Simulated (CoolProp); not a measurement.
Properties of R1123 along the isotherm 16.05 °C.

The numbers come from the reference Helmholtz-energy equation of state, Akasaka 2020 in CoolProp.

| p (MPa) | phase | density (kg/m³) | cp (kJ/(kg K)) | cv (kJ/(kg K)) | expansivity (1/kK) | fugacity coefficient |
|---|---|---|---|---|---|---|
| 0.0632 | gas | 2.173 | 0.8331 | 0.7280 | 3.547 | 0.9923 |
| 0.12 | gas | 4.155 | 0.8387 | 0.7302 | 3.632 | 0.9855 |
| 0.227 | gas | 7.968 | 0.8500 | 0.7344 | 3.800 | 0.9725 |
| 0.431 | gas | 15.55 | 0.8739 | 0.7430 | 4.161 | 0.9480 |
| 0.817 | gas | 31.26 | 0.9312 | 0.7615 | 5.046 | 0.9018 |
| 1.55 | gas | 68.75 | 1.134 | 0.8099 | 8.325 | 0.8138 |
| 2.94 | liquid | 1060 | 1.576 | 0.8581 | 4.934 | 0.4771 |
| 5.57 | liquid | 1083 | 1.505 | 0.8546 | 4.230 | 0.2738 |
| 10.5 | liquid | 1117 | 1.426 | 0.8522 | 3.457 | 0.1692 |
| 20 | liquid | 1165 | 1.348 | 0.8534 | 2.695 | 0.1180 |
